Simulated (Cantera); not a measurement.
A Cantera script and its output.

```python
import numpy as np
import cantera as ct

gas = ct.Solution("h2o2.yaml")
gas.TPX = 1400, 2666, {'H2': 0.092, 'O2': 1}
reactor = ct.IdealGasConstPressureReactor(gas, energy="off", clone=False)
net = ct.ReactorNet([reactor])
net.rtol, net.atol = 1e-08, 1e-18
show = ['H2', 'O2', 'HO2', 'H2O2', 'H']
times = np.geomspace(2e-05, 6, 11)

steps = ct.SolutionArray(gas, extra=["t"])
rows = []
print(f"{'t/s':>10s}{'T/K':>9s}{'P/Pa':>11s}" + "".join(f"{s:>11s}" for s in show))
for t in times:
    while net.time < t:
        t_next = net.step()
        steps.append(gas.state, t=t_next)
    rows.append([np.interp(t, steps.t, y) for y in (steps.T, steps.P, *steps(*show).X.T)])
    print(f"{t:10.3e}{rows[-1][0]:9.1f}{rows[-1][1]:11.4g}" + "".join(f"{x:11.3e}" for x in rows[-1][2:]))
rate = np.gradient(steps.T, steps.t)
print("integrator steps:", len(steps.t))
if steps.T.max() > steps.T[0] + 200:
    print(f"time of steepest temperature rise: {steps.t[rate.argmax()]:.4e} s")
gas.TPX = 1400, 2666, {'H2': 0.092, 'O2': 1}
gas.equilibrate("TP")
print(f"equilibrium (TP): T = {gas.T:.1f} K  " + "  ".join(f"{s} {gas[s].X[0]:.3e}" for s in show))
```

Output:

```
       t/s      T/K       P/Pa         H2         O2        HO2       H2O2          H
 2.000e-05   1400.0       2666  8.425e-02  9.158e-01  7.216e-08  4.435e-11  4.954e-08
 7.059e-05   1400.0       2666  8.425e-02  9.157e-01  2.551e-07  5.359e-10  3.760e-07
 2.491e-04   1400.0       2666  8.359e-02  9.153e-01  1.389e-06  6.717e-09  1.753e-04
 8.794e-04   1400.0       2666  2.179e-03  8.510e-01  5.901e-06  1.750e-07  1.370e-02
 3.104e-03   1400.0       2666  1.843e-03  8.612e-01  5.741e-06  1.726e-07  1.046e-02
 1.095e-02   1400.0       2666  1.078e-03  8.835e-01  4.977e-06  1.564e-07  4.379e-03
 3.866e-02   1400.0       2666  2.655e-04  9.047e-01  2.653e-06  9.488e-08  5.063e-04
 1.365e-01   1400.0       2666  3.198e-05  9.108e-01  6.346e-07  3.329e-08  2.088e-05
 4.816e-01   1400.0       2666  3.925e-06  9.118e-01  1.314e-07  9.207e-09  8.995e-07
 1.700e+00   1400.0       2666  6.833e-07  9.120e-01  8.100e-08  2.736e-09  6.570e-08
 6.000e+00   1400.0       2666  2.706e-07  9.120e-01  1.011e-07  1.572e-09  1.646e-08
integrator steps: 1712
equilibrium (TP): T = 1400.0 K  H2 2.564e-07  O2 9.120e-01  HO2 1.030e-07  H2O2 1.533e-09  H 1.519e-08
```

Detailed kinetics in Cantera: the H2/O2 subset of GRI-Mech 3.0, which has no nitrogen chemistry. Radical loss at walls, strong at low pressure, is not modelled. The temperature is held fixed by assumption; the heat of reaction is taken as removed at once.
